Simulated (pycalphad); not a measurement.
Source of the numbers: pycalphad with the COST 507 light-alloy database (1999); pressure 1 atm. The database dates from 1999; later assessments differ in places, in temperatures and in the compounds included. Amounts are mole fractions of atoms. Diffusion is slow at the low end, where real alloys seldom reach equilibrium.

Problem. Give the equilibrium state of Ti-34.23Hf-0.2309B (wt.%) at 550 K.

Solution. 
```
T = 550.00 K, P = 101325 Pa, N = 1 mol of atoms
G = -22856 J/mol, H = 5964 J/mol, S = 52.40 J/(mol K)  (SER reference)
chemical potentials (J/mol): Ti -19623, Hf -29732, B -168396
phase             fraction      x(Ti)      x(Hf)       x(B)
HCP_A3              0.9731     0.8754     0.1245   6.63e-05
BM                  0.0269     0.4983     0.0017     0.5000
```

Problem. Give the equilibrium state of Ti-34.23Hf-0.2309B (wt.%) at 1250 K.

Solution. bcc, fraction 0.975, with 34.6 Hf, 0.02 B wt.%; BM, fraction 0.025, with 5.7 Hf, 17.6 B wt.%.

Database names, with the compositions (at.%) that they take in these runs: BM: Ti 48-50 B 50 Hf 0-2. HCP_A3 is hcp.
